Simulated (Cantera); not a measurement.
Cantera run:

```python
import numpy as np
import cantera as ct

gas_names = """
    H HO2 H2 H2O H2O2 H2S H2SO4 Mg MgH MgO MgOH MgO2H2 MgS Mg2 O OH O2 O3 S SH SO SO2 SO3 S2 S2O S8
""".split()
cond_names = """
    H2O(s) H2O(L) H2SO4(L) Mg(cr) Mg(L) MgO(s) MgO(L) MgO2H2(s) MgS(s) MgSO4(s) MgSO4(L) S(cr1) S(cr2)
    S(L)
""".split()


# ... load() reads the species with a 1 bar reference pressure and builds the phases ...
atoms = {
    'MgSO4': {'Mg': 1, 'S': 1, 'O': 4},
    'H2': {'H': 2},
}
top_T = {'MgS(s)': 2250}  # K; cautious upper limits of use, not melting points


# ... equilibrate(T, P, feed) seeds the gas with the atoms and calls Mixture.equilibrate('TP', solver="vcs", rtol=1e-11, max_steps=5000) ...
results = []
feed = {'MgSO4': 1, 'H2': 0.15}  # mol
T = 1798.15  # K
P = 330  # Pa
mix = equilibrate(T, P, feed)
results.append((T, P, feed, dict(zip(mix.species_names, mix.species_moles))))
x = sorted(zip(gas.X, gas.species_names), reverse=True)
print(f"T = {T:g} K  P = {P:g} Pa  gas = {mix.phase_moles(0):.4g} mol")
print("   x: " + "  ".join(f"{s} {v:.3e}" for v, s in x if v > 1e-05))
print("   condensed (mol): " + ("  ".join(f"{mix.phase(i).name} {mix.phase_moles(i):.4g}"
      for i in range(1, mix.n_phases) if mix.phase_moles(i) > 1e-12) or "none"))
```

Result:

```
T = 1798.15 K  P = 330 Pa  gas = 1.577 mol
   x: SO2 6.333e-01  O2 2.684e-01  H2O 9.342e-02  OH 2.924e-03  O 1.078e-03  SO 4.129e-04  SO3 1.995e-04  H2 1.662e-04  H 7.911e-05
   condensed (mol): MgO(s) 1
```

Equilibrium computed with Cantera from the NASA thermochemical tables; the gas is ideal and each condensed phase is pure.
